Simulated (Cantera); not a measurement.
## Counterflow diffusion flame

A counterflow diffusion flame at 86000 Pa, nozzles 20 mm apart: fuel side CH4 : N2 = 1 : 0.22 (molar parts) at 300 K, oxidiser side O2 : N2 = 0.24 : 0.76 (molar parts) at 675 K, fuel mass flux 1.1 times the oxidiser's; mixture-averaged transport, no radiation.

Computed with Cantera and GRI-Mech 3.0 (53 species, 325 reactions). GRI-Mech 3.0 has no aromatics or soot, which form on the fuel side of real flames. The maximum strain rate includes the flame's own expansion and is several times the mean.

```json
[
 {"oxidiser flux (kg/m²/s)": "0.21", "max strain (1/s)": "219", "mean strain (1/s)": "42.1", "T max (K)": "2249", "peak x OH": "0.0120", "peak x H": "0.00593", "peak x NO": "0.000429", "peak x CO": "0.0733", "peak x C2H2": "0.0164"},
 {"oxidiser flux (kg/m²/s)": "0.29", "max strain (1/s)": "293", "mean strain (1/s)": "58.1", "T max (K)": "2237", "peak x OH": "0.0120", "peak x H": "0.00622", "peak x NO": "0.000397", "peak x CO": "0.0721", "peak x C2H2": "0.0158"},
 {"oxidiser flux (kg/m²/s)": "0.39", "max strain (1/s)": "382", "mean strain (1/s)": "78.1", "T max (K)": "2224", "peak x OH": "0.0120", "peak x H": "0.00646", "peak x NO": "0.000367", "peak x CO": "0.0710", "peak x C2H2": "0.0152"},
 {"oxidiser flux (kg/m²/s)": "0.53", "max strain (1/s)": "504", "mean strain (1/s)": "106", "T max (K)": "2211", "peak x OH": "0.0119", "peak x H": "0.00670", "peak x NO": "0.000334", "peak x CO": "0.0700", "peak x C2H2": "0.0146"},
 {"oxidiser flux (kg/m²/s)": "0.72", "max strain (1/s)": "667", "mean strain (1/s)": "144", "T max (K)": "2199", "peak x OH": "0.0118", "peak x H": "0.00694", "peak x NO": "0.000301", "peak x CO": "0.0691", "peak x C2H2": "0.0140"},
 {"oxidiser flux (kg/m²/s)": "0.97", "max strain (1/s)": "878", "mean strain (1/s)": "194", "T max (K)": "2184", "peak x OH": "0.0116", "peak x H": "0.00712", "peak x NO": "0.000266", "peak x CO": "0.0683", "peak x C2H2": "0.0133"},
 {"oxidiser flux (kg/m²/s)": "1.3", "max strain (1/s)": "1150", "mean strain (1/s)": "260", "T max (K)": "2168", "peak x OH": "0.0113", "peak x H": "0.00725", "peak x NO": "0.000229", "peak x CO": "0.0676", "peak x C2H2": "0.0125"},
 {"oxidiser flux (kg/m²/s)": "1.8", "max strain (1/s)": "1550", "mean strain (1/s)": "360", "T max (K)": "2146", "peak x OH": "0.0109", "peak x H": "0.00732", "peak x NO": "0.000186", "peak x CO": "0.0670", "peak x C2H2": "0.0115"},
 {"oxidiser flux (kg/m²/s)": "2.4", "max strain (1/s)": "2030", "mean strain (1/s)": "481", "T max (K)": "2124", "peak x OH": "0.0104", "peak x H": "0.00728", "peak x NO": "0.000148", "peak x CO": "0.0667", "peak x C2H2": "0.0104"},
 {"oxidiser flux (kg/m²/s)": "3.2", "max strain (1/s)": "2660", "mean strain (1/s)": "641", "T max (K)": "2098", "peak x OH": "0.00982", "peak x H": "0.00712", "peak x NO": "0.000111", "peak x CO": "0.0665", "peak x C2H2": "0.00910"}
]
```
x: mole fraction; the columns are a selection and need not sum to one.
